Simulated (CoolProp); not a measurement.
Model: reference Helmholtz-energy equation of state, Wu 2011, in CoolProp.

Q: For dimethyl ether, give the phase and the cp (kJ/(kg K)), viscosity (µPa s) at 457 K and 0.575 bar; 457 K and 2.67 bar; 457 K and 18.2 bar.

A: 
- 457 K and 0.575 bar: gas; cp 1.91, viscosity 14.2
- 457 K and 2.67 bar: gas; cp 1.92, viscosity 14.2
- 457 K and 18.2 bar: gas; cp 2.02, viscosity 14.8

Viscosity comes from a separate model (Meng 2012).
